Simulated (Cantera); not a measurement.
Charge: 1 mol borazine, 46 mol H2, 4.3 mol N2, equilibrated at 1450 K and 47.0 mbar.

Method: chemical equilibrium by Gibbs-energy minimisation in Cantera with the NASA 1993 tables (ideal gas, pure condensed phases). The feed counts by its element totals alone. Equilibrium is a limit: real reactors are often held back by kinetics, nucleation or transport.

```tsv
species	before	after
H2	0.919	0.914
N2	0.0807	0.0805
H	4.18e-5	0.00499
BH2	3.20e-9	3.74e-5
BN(s), mol	3.00	3.00
```
Gas species are given as mole fractions.

### Question
Name the change that produced these shifts.
A) temperature from 1450 K to 1773 K
B) temperature from 1450 K to 2098 K
C) temperature from 1450 K to 1948.15 K
D) temperature from 1450 K to 1848.15 K

### Answer
C, temperature from 1450 K to 1948.15 K. The tables' values for BH2 are old estimates; treat these amounts as uncertain
